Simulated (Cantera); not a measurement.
Mixture: CH4 : CO : O2 : N2 : CO2 = 1 : 0.48 : 3.73 : 14 : 3.2 (molar parts), equivalence ratio 0.60, at 3100000 Pa, adiabatic and at constant pressure. Ignition delay is the time to a rise of 400 K.

Model: GRI-Mech 3.0 (53 species, 325 reactions), integrated in Cantera. The pressure lies above the range GRI-Mech 3.0 was tuned for (to about 10 atm).

**Question.** Predict: delay at 1225 K; delay at 1300 K; delay at 1375 K; delay at 1450 K; delay at 1525 K; apparent activation energy between 1375 and 1525 K.

**Answer.** 
```
Item                                                    Result
--------------------------------------------------  ----------
delay at 1225 K                                        1.47 ms
delay at 1300 K                                       0.582 ms
delay at 1375 K                                       0.255 ms
delay at 1450 K                                       0.121 ms
delay at 1525 K                                        61.7 µs
apparent activation energy between 1375 and 1525 K  170 kJ/mol
```
